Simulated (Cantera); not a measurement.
Standard-state values (1 bar) from the NASA 1993 polynomials, evaluated with Cantera. Values are per mole of reaction as written; species without (g) are pure solids or liquids, kept so even where they would boil at 1 bar.

Nb + O2(g) = NbO2, with ΔH° = -794.9 kJ and ΔS° = -187.1 J/K at 300 K.

**Question.** How far is the shortcut ΔG° ≈ ΔH°(300 K) − T·ΔS°(300 K) from the full temperature-dependent value at 1775, 1825, 1875, 1925, 1975, 2025, 2075, 2125, 2175, 2225, 2275 K?

**Answer.** 
```tsv
T (K)	shortcut (kJ)	full (kJ)	difference (kJ)	difference in log10 K	condensed phases
1775	-462.9	-487.6	24.7	-0.73	Nb(s), NbO2(s)
1825	-453.5	-479.7	26.2	-0.75	Nb(s), NbO2(s)
1875	-444.2	-471.9	27.8	-0.77	Nb(s), NbO2(s)
1925	-434.8	-464.1	29.3	-0.80	Nb(s), NbO2(s)
1975	-425.5	-456.3	30.9	-0.82	Nb(s), NbO2(s)
2025	-416.1	-448.6	32.5	-0.84	Nb(s), NbO2(s)
2075	-406.7	-440.8	34.1	-0.86	Nb(s), NbO2(s)
2125	-397.4	-433.1	35.7	-0.88	Nb(s), NbO2(s)
2175	-388.0	-425.3	37.3	-0.90	Nb(s), NbO2(s)
2225	-378.7	-419.7	41.0	-0.96	Nb(s), NbO2(l)
2275	-369.3	-414.2	44.8	-1.03	Nb(s), NbO2(l)
```
The shortcut ignores heat capacities and the phase changes listed.
